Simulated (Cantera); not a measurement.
A Cantera script and what it prints.

```python
import numpy as np
import cantera as ct

gas_names = """
    CL CL2 H HCL H2 Si SiCL SiCL2 SiCL3 SiCL4 SiH SiHCL3 SiH2 SiH2CL2 SiH3 SiH3CL SiH4 Si2 Si3
""".split()
cond_names = """
    Si(cr) Si(L)
""".split()


# ... load() reads the species with a 1 bar reference pressure and builds the phases ...
atoms = {
    'Si': {'Si': 1},
    'HCl': {'H': 1, 'CL': 1},
    'H2': {'H': 2},
}
top_T = {}  # K; cautious upper limits of use, not melting points


# ... equilibrate(T, P, feed) seeds the gas with the atoms and calls Mixture.equilibrate('TP', solver="vcs", rtol=1e-11, max_steps=5000) ...
results = []
feed = {'Si': 1, 'HCl': 0.52, 'H2': 10}  # mol
P = 72000  # Pa
for T in [523, 723, 923, 1123, 1323, 1523, 1723]:
    mix = equilibrate(T, P, feed)
    results.append((T, P, feed, dict(zip(mix.species_names, mix.species_moles))))

top = {s: max(r[3][s] / sum(r[3][g] for g in gas_names) for r in results) for s in gas_names}
cols = sorted((s for s in top if top[s] > 1e-05), key=lambda s: -top[s])[:9]
seen = [c for c in cond_names if any(r[3].get(c, 0) > 1e-12 for r in results)]
print("log10 of partial pressures in bar; condensed amounts in mol")
print(f"{'T/K':>10s}" + "".join(f"{s[:9]:>10s}" for s in cols + seen))
for T, P, feed, n in results:
    ng = sum(n[g] for g in gas_names)
    print(f"{T:10.4g}" + "".join(f"{np.log10(max(n[s] / ng * P / 1e5, 1e-99)):10.3f}" for s in cols)
          + "".join(f"{n.get(c, 0):10.4g}" for c in seen))
```

Output:

```
log10 of partial pressures in bar; condensed amounts in mol
       T/K        H2       HCL    SiHCL3     SiCL4     SiCL2     SiCL3   SiH2CL2         H    SiH3CL    Si(cr)     Si(L)
       523    -0.149    -5.743    -2.228    -2.353   -11.906    -9.028    -3.524   -19.225    -5.572    0.8465         0
       723    -0.149    -3.748    -2.260    -2.334    -7.453    -6.092    -3.345   -13.148    -5.091    0.8475         0
       923    -0.150    -2.638    -2.310    -2.349    -4.967    -4.461    -3.280    -9.687    -4.857    0.8565         0
      1123    -0.154    -1.970    -2.461    -2.512    -3.461    -3.533    -3.323    -7.448    -4.758    0.8891         0
      1323    -0.160    -1.637    -2.950    -3.132    -2.677    -3.274    -3.612    -5.880    -4.822    0.9307         0
      1523    -0.162    -1.567    -3.833    -4.288    -2.458    -3.611    -4.171    -4.717    -5.040    0.9415         0
      1723    -0.162    -1.560    -4.677    -5.389    -2.419    -4.040    -4.720    -3.820    -5.280         0    0.9419
```

Cantera equilibrium calculation (NASA polynomials, part measured and part estimated; ideal gas, pure solids and liquids). The tables' values for SiCl3 are old estimates; treat these amounts as uncertain. Gases not in the tables: Si2H6 and higher silanes.
